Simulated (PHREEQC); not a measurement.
Consider water at 40 °C with 97 mmol/kgw Ni(NO3)2, 9.6 mmol/kgw NaOH and 7.2 mmol/kgw H2SO4. Closed to the air; pH follows from the charge balance.

All values are PHREEQC results (ion-association model, wateq4f.dat), not measurements.

No solid was allowed to form.

Question: Estimate the pH.

Answer: pH 2.47.

Question: In which forms is Ni present?

Answer: Ni+2 96 %, NiSO4 3.9 % of the Ni.

Away from 25 °C the constants follow the database's enthalpies or fits; those with neither stay at their 25 °C values.
